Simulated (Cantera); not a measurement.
A perfectly stirred reactor is fed with 43.7 % CH₄, 26.6 % H₂O, 29.7 % H₂, at 750 Torr; it is held at 2100 K, and followed from long to short residence time.

Detailed kinetics in Cantera: GRI-Mech 3.0 (53 species, 325 reactions). GRI-Mech 3.0 stops at C3 and has no aromatics, soot or wall deposition, so with more carbon than oxygen in the feed, carbon stays in small species such as C2H2 where larger ones or solid carbon would form.

One state of this run: x CH₄ = 0.0134; x H₂O = 0.0428; x H₂ = 0.751; x O₂ = 6.64e-10; x C₂H₂ = 0.0675; x C₂H₆ = 2.91e-6. x: mole fraction; the columns are a selection and need not sum to one.

Problem. Which value of τ (s) does it belong to?
A. 0.12
B. 0.22
C. 0.41
D. 0.034

Solution. D, 0.034
